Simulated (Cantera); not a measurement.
An adiabatic, constant-pressure homogeneous reactor starts with H2 : O2 : N2 = 1 : 0.735 : 4.4 (molar parts), at 1350 K and 8.10 bar.

Computed with Cantera and GRI-Mech 3.0 (53 species, 325 reactions). The hydrogen kinetics of GRI-Mech 3.0 are dated; newer H2 mechanisms differ, most at raised pressure.

Problem. Predict: time of steepest temperature rise; temperature at 0.100 s; equilibrium temperature; x(H2) at 0.100 s; x(O2) at 0.100 s; x(NO) at 0.100 s; x(HO2) at 0.100 s; x(O) at 0.100 s; x(NO2) at 0.100 s.

Solution. 
- time of steepest temperature rise: 5.08 µs
- temperature at 0.100 s: 2441 K
- equilibrium temperature: 2441 K
- x(H2) at 0.100 s: 0.00142 (gas-phase equilibrium 0.00142)
- x(O2) at 0.100 s: 0.0362 (gas-phase equilibrium 0.0362)
- x(NO) at 0.100 s: 0.00854 (gas-phase equilibrium 0.00854)
- x(HO2) at 0.100 s: 7.24e-6 (gas-phase equilibrium 7.24e-6)
- x(O) at 0.100 s: 0.000723 (gas-phase equilibrium 0.000723)
- x(NO2) at 0.100 s: 9.54e-6 (gas-phase equilibrium 9.54e-6)
